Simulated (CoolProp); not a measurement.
Vapour-liquid equilibrium of n-pentane (1) + benzene (2) at 413.6 K; x and y are mole fractions of (1).

The numbers come from the multi-fluid Helmholtz-energy mixture model, Thol 2019 and Thol 2012; pair parameters Bell 2016 in CoolProp.

```json
[
 {"x": "0.05", "bubble pressure, mixture model (MPa)": "0.5429", "bubble pressure, Raoult's law (MPa)": "0.5203", "y, mixture model": "0.151", "y, Raoult's law": "0.129"},
 {"x": "0.125", "bubble pressure, mixture model (MPa)": "0.6317", "bubble pressure, Raoult's law (MPa)": "0.5853", "y, mixture model": "0.309", "y, Raoult's law": "0.287"},
 {"x": "0.2", "bubble pressure, mixture model (MPa)": "0.7109", "bubble pressure, Raoult's law (MPa)": "0.6502", "y, mixture model": "0.421", "y, Raoult's law": "0.413"},
 {"x": "0.275", "bubble pressure, mixture model (MPa)": "0.7828", "bubble pressure, Raoult's law (MPa)": "0.7151", "y, mixture model": "0.508", "y, Raoult's law": "0.516"},
 {"x": "0.35", "bubble pressure, mixture model (MPa)": "0.8491", "bubble pressure, Raoult's law (MPa)": "0.7800", "y, mixture model": "0.578", "y, Raoult's law": "0.602"},
 {"x": "0.425", "bubble pressure, mixture model (MPa)": "0.9113", "bubble pressure, Raoult's law (MPa)": "0.8449", "y, mixture model": "0.638", "y, Raoult's law": "0.675"},
 {"x": "0.5", "bubble pressure, mixture model (MPa)": "0.9706", "bubble pressure, Raoult's law (MPa)": "0.9098", "y, mixture model": "0.692", "y, Raoult's law": "0.738"},
 {"x": "0.575", "bubble pressure, mixture model (MPa)": "1.028", "bubble pressure, Raoult's law (MPa)": "0.9748", "y, mixture model": "0.741", "y, Raoult's law": "0.792"},
 {"x": "0.65", "bubble pressure, mixture model (MPa)": "1.084", "bubble pressure, Raoult's law (MPa)": "1.040", "y, mixture model": "0.788", "y, Raoult's law": "0.839"},
 {"x": "0.725", "bubble pressure, mixture model (MPa)": "1.139", "bubble pressure, Raoult's law (MPa)": "1.105", "y, mixture model": "0.834", "y, Raoult's law": "0.881"},
 {"x": "0.8", "bubble pressure, mixture model (MPa)": "1.194", "bubble pressure, Raoult's law (MPa)": "1.169", "y, mixture model": "0.878", "y, Raoult's law": "0.918"},
 {"x": "0.875", "bubble pressure, mixture model (MPa)": "1.250", "bubble pressure, Raoult's law (MPa)": "1.234", "y, mixture model": "0.923", "y, Raoult's law": "0.952"},
 {"x": "0.95", "bubble pressure, mixture model (MPa)": "1.305", "bubble pressure, Raoult's law (MPa)": "1.299", "y, mixture model": "0.969", "y, Raoult's law": "0.982"}
]
```

The largest gap from Raoult's law is +9.5 % in bubble pressure, at x = 0.275. No azeotrope shows between x = 0.05 and 0.95.

The pair parameters rest on a limited set of measurements; away from them the model extrapolates.
